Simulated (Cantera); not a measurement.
Equilibrium for aluminium nitride and oxide growth: Al + NH3 + H2

Feed: 1 mol Al, 1 mol NH3, 4 mol H2, at 902 °C and 3.75 Torr.

These are equilibrium values from Cantera (NASA tables, ideal gas, pure condensed phases), not measurements of a reactor. Candidate condensed phases: Al, AlN; 13 gas species. Equilibrium is a limit: real reactors are often held back by kinetics, nucleation or transport.

```yaml
x(H2): 1.000
x(H): 1.73e-6
n(AlN(s)): 1.00 mol
gas_amount: 5.500 mol
log10 activity of Al(l) (absent): -3.00
```
